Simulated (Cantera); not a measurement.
Standard-state values (1 bar) from the NASA 1993 polynomials, evaluated with Cantera. Values are per mole of reaction as written; species without (g) are pure solids or liquids, kept so even where they would boil at 1 bar.

**Question.** Between 898 and 1598 K, where is each reaction favourable under standard conditions?
- Fe2O3 + 2 Cl2(g) → 2 FeCl2 + 3 O(g)

**Answer.** 
- Fe2O3 + 2 Cl2(g) → 2 FeCl2 + 3 O(g): ΔG° is 712 kJ at 898 K and 499 kJ at 1598 K; it stays positive (K < 1). ΔH° is 1015 kJ and ΔS° 323 J/K at 1598 K.
